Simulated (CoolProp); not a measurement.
Properties of cyclopentane along the isobar 5.13 MPa (Tc = 511.7 K, pc = 4.583 MPa, ω = 0.202).

Model: reference Helmholtz-energy equation of state, Gedanitz 2015, in CoolProp.

```tsv
T (K)	phase	cp (kJ/(kg K))	Joule-Thomson coefficient (K/MPa)
292.2	liquid	1.771	-0.4756
324.5	liquid	1.929	-0.3962
356.7	liquid	___	___
388.9	liquid	2.279	___
421.1	liquid	___	-0.05431
453.3	liquid	2.704	0.1919
485.6	liquid	3.096	0.8152
517.8	supercritical	10.65	___
550	supercritical	___	9.506
```

Task: What belongs in the gaps?

Result: 
- 356.7, cp (kJ/(kg K)): 2.099
- 356.7, Joule-Thomson coefficient (K/MPa): -0.3073
- 388.9, Joule-Thomson coefficient (K/MPa): -0.2004
- 421.1, cp (kJ/(kg K)): 2.473
- 517.8, Joule-Thomson coefficient (K/MPa): 8.908
- 550, cp (kJ/(kg K)): 3.342

The peak of cp marks the crossing from liquid-like to gas-like fluid above the critical point.
